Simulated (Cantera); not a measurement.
A perfectly stirred reactor is fed with CH4 : N2 = 1 : 3.1 (molar parts), at 90.0 Torr; it is held at 1500 K, and followed from long to short residence time.

Detailed kinetics in Cantera: GRI-Mech 3.0 (53 species, 325 reactions). GRI-Mech 3.0 stops at C3 and has no aromatics, soot or wall deposition, so with more carbon than oxygen in the feed, carbon stays in small species such as C2H2 where larger ones or solid carbon would form.

Problem. What does this change do: pressure from 90.0 Torr to 0.870 bar?

Solution. 
| quantity | before | after |
|---|---|---|
| x(CH4) at τ = 5.70 s | 0.101 | 0.0648 |
| x(C2H) at τ = 5.70 s | 6.83e-9 | 4.08e-9 |
| x(CH2) at τ = 5.70 s | 6.69e-9 | 1.07e-9 |
| x(C2H2) at τ = 5.70 s | 0.0565 | 0.0685 |
| x(C2H6) at τ = 5.70 s | 3.81e-5 | 2.64e-5 |
| x(CH4) at τ = 0.130 s | 0.228 | 0.208 |
| x(C2H) at τ = 0.130 s | 5.67e-10 | 7.91e-10 |
| x(CH2) at τ = 0.130 s | 1.70e-8 | 3.79e-9 |
| x(C2H2) at τ = 0.130 s | 0.00372 | 0.0120 |
| x(C2H6) at τ = 0.130 s | 0.000274 | 0.000363 |
